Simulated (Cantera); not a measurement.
## Thermodynamics of fluorocarbon and chlorocarbon gases, feed CH3F + H2

A closed system holds: 1 mol CH3F, 0.5 mol H2, held at 5.30 Pa.

Cantera equilibrium calculation (NASA polynomials, part measured and part estimated; ideal gas, pure solids and liquids). Candidate condensed phases: C, C6H6, C7H8, C8H18; 110 gas species. Ions and electrons are included (thermal ionisation). Equilibrium is a limit: real reactors are often held back by kinetics, nucleation or transport.

| T (°C) | x H | x HF | x F | x C | x C3 | x H2 | x C2 | x e- | n C(graphite) |
|---|---|---|---|---|---|---|---|---|---|
| 2227 | 0.691 | 0.245 | 0.00885 | 0.00314 | 0.00938 | 0.0400 | 0.000864 | 8.68e-9 | 0.861 |
| 2477 | 0.687 | 0.139 | 0.0677 | 0.0383 | 0.0496 | 0.00535 | 0.00892 | 1.96e-7 | 0 |
| 2727 | 0.678 | 0.0333 | 0.143 | 0.121 | 0.0119 | 0.000977 | 0.00958 | 1.06e-6 | 0 |
| 2977 | 0.667 | 0.00590 | 0.162 | 0.161 | 0.000454 | 0.000229 | 0.00258 | 2.86e-6 | 0 |
| 3227 | 0.667 | 0.00125 | 0.166 | 0.166 | 1.43e-5 | 6.75e-5 | 0.000540 | 8.77e-6 | 0 |
| 3477 | 0.667 | 0.000318 | 0.166 | 0.166 | 6.68e-7 | 2.34e-5 | 0.000134 | 3.02e-5 | 0 |
| 3727 | 0.667 | 9.56e-5 | 0.167 | 0.166 | 4.53e-8 | 9.27e-6 | 3.92e-5 | 9.54e-5 | 0 |
| 3977 | 0.666 | 3.31e-5 | 0.167 | 0.166 | 4.20e-9 | 4.08e-6 | 1.32e-5 | 0.000268 | 0 |
| 4227 | 0.666 | 1.28e-5 | 0.167 | 0.166 | 5.04e-10 | 1.97e-6 | 5.02e-6 | 0.000673 | 0 |
| 4477 | 0.666 | 5.49e-6 | 0.166 | 0.165 | 7.47e-11 | 1.02e-6 | 2.09e-6 | 0.00154 | 0 |
| 4727 | 0.664 | 2.55e-6 | 0.166 | 0.163 | 1.32e-11 | 5.66e-7 | 9.38e-7 | 0.00325 | 0 |
x: gas mole fraction; n: condensed amount in mol.

At 2227 °C the condensed part is C(graphite). From 2477 °C to 4727 °C nothing is condensed. The main C-bearing gas is C3 at 2227 °C and C at 4727 °C.
